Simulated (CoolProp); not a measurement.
Vapour-liquid equilibrium of diethyl ether (1) + ethanol (2) at 38.85 °C; x and y are mole fractions of (1).

The numbers come from the multi-fluid Helmholtz-energy mixture model, Thol 2014 and Schroeder 2014; pair parameters Bell 2016 in CoolProp.

**Question.** Give the bubble pressure and the first vapour's composition at x = 0.35, 0.65, 0.8. Is there an azeotrope?

**Answer.** x = 0.35: 0.07675 MPa, y = 0.836; x = 0.65: 0.09686 MPa, y = 0.902; x = 0.8: 0.1053 MPa, y = 0.934. No azeotrope shows between x = 0.05 and 0.95.

The pair parameters rest on a limited set of measurements; away from them the model extrapolates. With so large a gap from Raoult's law the liquid may split in two, which this calculation doesn't test in full.
